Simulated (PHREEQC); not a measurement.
Na2SO4 is added in steps, without added water, to 1 kg of water holding 0.0083 mol/kgw H2SO4, 0.0048 mol/kgw LiCl and 0.0013 mol/kgw MgSO4, at 46 °C. Oxygen alone is held at its pressure in air (log pO2 = -0.68). No CO2 enters from the air. Solids allowed: Halite. Others were left out.

Base run: PHREEQC, ion-association model, phreeqc.dat. Each further column changes one thing. The table gives SO4-2 (mol/kgw).

| Na2SO4 added (mol) | base | Davies equation for every ion | all activity coefficients set to 1 | database wateq4f.dat | metal-ligand complexes left out |
|---|---|---|---|---|---|
| 0 | 0.00440 | 0.00449 | 0.00320 | 0.00441 | 0.00472 |
| 0.001313 | 0.00517 | 0.00527 | 0.00377 | 0.00517 | 0.00555 |
| 0.002188 | 0.00569 | 0.00581 | 0.00417 | 0.00570 | 0.00612 |
| 0.0035 | 0.00651 | 0.00664 | 0.00479 | 0.00651 | 0.00701 |
| 0.004812 | 0.00734 | 0.00749 | 0.00543 | 0.00734 | 0.00792 |
| 0.005687 | 0.00791 | 0.00807 | 0.00587 | 0.00791 | 0.00855 |
| 0.007 | 0.00878 | 0.00895 | 0.00655 | 0.00878 | 0.00952 |
| 0.008313 | 0.00967 | 0.00985 | 0.00725 | 0.00967 | 0.0105 |
| 0.009187 | 0.0103 | 0.0105 | 0.00773 | 0.0103 | 0.0112 |
| 0.0105 | 0.0112 | 0.0114 | 0.00845 | 0.0112 | 0.0122 |
| 0.01181 | 0.0121 | 0.0123 | 0.00918 | 0.0121 | 0.0133 |
| 0.01269 | 0.0127 | 0.0129 | 0.00968 | 0.0127 | 0.0140 |
| 0.014 | 0.0137 | 0.0139 | 0.0104 | 0.0137 | 0.0150 |

Away from 25 °C the constants follow the database's enthalpies or fits; those with neither stay at their 25 °C values. phreeqc.dat and wateq4f.dat share most of their constants, so their agreement is no independent check. Solids allowed in the column 'database wateq4f.dat': Brucite, Halite, Mirabilite, Epsomite.
